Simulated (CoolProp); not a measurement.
Values from CoolProp's reference Helmholtz-energy equation of state, Wagner 2002.

Give the vapour pressure (MPa), vapour density (kg/m³), enthalpy of vaporisation (kJ/kg), liquid cp (kJ/(kg K)) of saturated water at 80.75, 105.35, 111.45 °C.


```tsv
T (°C)	p (MPa)	vapour density (kg/m³)	enthalpy of vaporisation (kJ/kg)	liquid cp (kJ/(kg K))
80.75	0.0489	0.302	2310	4.20
105.35	0.122	0.713	2240	4.22
111.45	0.151	0.865	2230	4.23
```
